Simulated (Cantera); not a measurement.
# Adiabatic ignition

An adiabatic, constant-volume homogeneous reactor starts with 25.0 % H₂, 16.2 % O₂, 53.5 % N₂, 5.25 % H₂O, equivalence ratio 0.77, at 1350 K and 1.01 bar.

Model: GRI-Mech 3.0 (53 species, 325 reactions), integrated in Cantera.

| t (s) | T (K) | P (bar) | x H₂ | x O₂ | x H₂O | x H₂O₂ | x NO | x OH |
|---|---|---|---|---|---|---|---|---|
| 1.00e-6 | 1350 | 1.01 | 0.250 | 0.162 | 0.0525 | 9.19e-11 | <1e-12 | 3.94e-9 |
| 3.13e-6 | 1350 | 1.01 | 0.250 | 0.162 | 0.0525 | 9.50e-10 | <1e-12 | 3.42e-8 |
| 9.83e-6 | 1350 | 1.01 | 0.250 | 0.162 | 0.0526 | 3.17e-8 | <1e-12 | 3.68e-6 |
| 3.08e-5 | 2264 | 1.61 | 0.0451 | 0.0522 | 0.235 | 7.09e-7 | 3.72e-5 | 0.0350 |
| 9.65e-5 | 2857 | 1.95 | 0.0270 | 0.0426 | 0.282 | 1.11e-6 | 0.00110 | 0.0369 |
| 0.000303 | 2855 | 1.95 | 0.0270 | 0.0410 | 0.282 | 1.10e-6 | 0.00496 | 0.0362 |
| 0.000949 | 2847 | 1.94 | 0.0272 | 0.0384 | 0.283 | 1.05e-6 | 0.0116 | 0.0350 |
| 0.00297 | 2845 | 1.94 | 0.0274 | 0.0373 | 0.283 | 1.03e-6 | 0.0142 | 0.0345 |
| 0.00932 | 2845 | 1.94 | 0.0274 | 0.0373 | 0.283 | 1.03e-6 | 0.0142 | 0.0345 |
| 0.0292 | 2845 | 1.94 | 0.0274 | 0.0373 | 0.283 | 1.03e-6 | 0.0142 | 0.0345 |
| 0.0916 | 2845 | 1.94 | 0.0274 | 0.0373 | 0.283 | 1.03e-6 | 0.0142 | 0.0345 |
| 0.287 | 2845 | 1.94 | 0.0274 | 0.0373 | 0.283 | 1.03e-6 | 0.0142 | 0.0345 |
| 0.900 | 2845 | 1.94 | 0.0274 | 0.0373 | 0.283 | 1.03e-6 | 0.0142 | 0.0345 |
x: mole fraction; the columns are a selection and need not sum to one.

- time of steepest temperature rise: 21.8 µs
- temperature at 0.900 s: 2845 K
- equilibrium temperature: 2845 K
- x(H₂) at 0.900 s: 0.0274 (gas-phase equilibrium 0.0274)
- x(O₂) at 0.900 s: 0.0373 (gas-phase equilibrium 0.0373)
- x(H₂O) at 0.900 s: 0.283 (gas-phase equilibrium 0.283)
